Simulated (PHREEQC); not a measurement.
Solution (86 °C): 0.022 mol HF, 0.001 mol NaF and 2.6e-07 mol H4SiO4 per kg of water. Closed to the air; pH follows from the charge balance.

Computed with PHREEQC (ion-association model, phreeqc.dat).

```json
[
 {"quantity": "pH", "before": "2.78", "after": "2.56"},
 {"quantity": "ionic strength (mol/kgw)", "before": "0.00277", "after": "0.00396"},
 {"quantity": "HF (mol/kgw)", "before": "0.0200", "after": "0.0187"},
 {"quantity": "F- (mol/kgw)", "before": "0.00255", "after": "0.00367"},
 {"quantity": "HF2- (mol/kgw)", "before": "0.000215", "after": "0.000289"},
 {"quantity": "NaF (mol/kgw)", "before": "1.28e-6", "after": "1.83e-6"},
 {"quantity": "SI of Quartz (SiO2)", "before": "-4.79", "after": "-7.52"}
]
```

Task: Which change was made?
(A) diluted 100-fold with water
(B) 0.00039 mol/kgw NH3 added
(C) HF left out
(D) temperature from 86 to 40 °C

Result: D, temperature from 86 to 40 °C

No solid was allowed to form. Away from 25 °C the constants follow the database's enthalpies or fits; those with neither stay at their 25 °C values. SiF6-2 is the database's only silicon fluoride.
